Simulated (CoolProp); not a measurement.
Vapour-liquid equilibrium of methane (1) + ethylene (2) at -138.45 °C; x and y are mole fractions of (1).

The numbers come from the multi-fluid Helmholtz-energy mixture model, Setzmann 1991 and Smukala 2000; pair parameters Bell 2016 in CoolProp.

```json
[
 {"x": "0.05", "bubble pressure, mixture model (kPa)": "44.42", "bubble pressure, Raoult's law (kPa)": "30.93", "y, mixture model": "0.843", "y, Raoult's law": "0.780"},
 {"x": "0.125", "bubble pressure, mixture model (kPa)": "96.55", "bubble pressure, Raoult's law (kPa)": "66.56", "y, mixture model": "0.932", "y, Raoult's law": "0.906"},
 {"x": "0.2", "bubble pressure, mixture model (kPa)": "143.7", "bubble pressure, Raoult's law (kPa)": "102.2", "y, mixture model": "0.956", "y, Raoult's law": "0.944"},
 {"x": "0.275", "bubble pressure, mixture model (kPa)": "?", "bubble pressure, Raoult's law (kPa)": "137.8", "y, mixture model": "0.968", "y, Raoult's law": "0.962"},
 {"x": "0.35", "bubble pressure, mixture model (kPa)": "223.1", "bubble pressure, Raoult's law (kPa)": "173.4", "y, mixture model": "0.975", "y, Raoult's law": "0.973"},
 {"x": "0.425", "bubble pressure, mixture model (kPa)": "256.3", "bubble pressure, Raoult's law (kPa)": "209.1", "y, mixture model": "0.980", "y, Raoult's law": "0.980"},
 {"x": "0.5", "bubble pressure, mixture model (kPa)": "?", "bubble pressure, Raoult's law (kPa)": "244.7", "y, mixture model": "0.983", "y, Raoult's law": "0.985"},
 {"x": "0.575", "bubble pressure, mixture model (kPa)": "314.0", "bubble pressure, Raoult's law (kPa)": "280.3", "y, mixture model": "?", "y, Raoult's law": "0.989"},
 {"x": "0.65", "bubble pressure, mixture model (kPa)": "?", "bubble pressure, Raoult's law (kPa)": "316.0", "y, mixture model": "0.988", "y, Raoult's law": "0.992"},
 {"x": "0.725", "bubble pressure, mixture model (kPa)": "366.9", "bubble pressure, Raoult's law (kPa)": "351.6", "y, mixture model": "0.991", "y, Raoult's law": "0.994"},
 {"x": "0.8", "bubble pressure, mixture model (kPa)": "394.3", "bubble pressure, Raoult's law (kPa)": "387.2", "y, mixture model": "0.993", "y, Raoult's law": "0.996"},
 {"x": "0.875", "bubble pressure, mixture model (kPa)": "423.9", "bubble pressure, Raoult's law (kPa)": "422.8", "y, mixture model": "?", "y, Raoult's law": "0.998"},
 {"x": "0.95", "bubble pressure, mixture model (kPa)": "?", "bubble pressure, Raoult's law (kPa)": "458.5", "y, mixture model": "0.998", "y, Raoult's law": "0.999"}
]
```

Q: Complete the blanks.

A: 
- 0.275, bubble pressure, mixture model (kPa): 185.7
- 0.5, bubble pressure, mixture model (kPa): 286.3
- 0.575, y, mixture model: 0.986
- 0.65, bubble pressure, mixture model (kPa): 340.5
- 0.875, y, mixture model: 0.995
- 0.95, bubble pressure, mixture model (kPa): 457.2

The largest gap from Raoult's law is +45.1 % in bubble pressure, at x = 0.125. No azeotrope shows between x = 0.05 and 0.95.

The pair parameters rest on a limited set of measurements; away from them the model extrapolates.
